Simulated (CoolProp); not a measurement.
Properties of n-perfluorohexane along the isotherm 250.8 K (Tc = 448.0 K, pc = 1742 kPa, ω = 0.497).

The numbers come from the reference Helmholtz-energy equation of state, Gao 2022 in CoolProp.

```csv
p (kPa),phase,density (kg/m³),Joule-Thomson coefficient (K/MPa),expansivity (1/kK)
13.8,liquid,1809,-0.3509,1.525
20.8,liquid,1809,-0.3509,1.525
31.3,liquid,1809,-0.3509,1.525
47.3,liquid,1809,-0.3510,1.525
71.3,liquid,1809,-0.3510,1.524
108,liquid,1809,-0.3511,1.524
162,liquid,1810,-0.3512,1.523
245,liquid,1810,-0.3513,1.522
369,liquid,1810,-0.3516,1.520
557,liquid,1811,-0.3519,1.517
841,liquid,1812,-0.3524,1.513
1270,liquid,1813,-0.3532,1.506
1910,liquid,1815,-0.3543,1.497
2890,liquid,1818,-0.3559,1.483
4350,liquid,1822,-0.3582,1.464
```
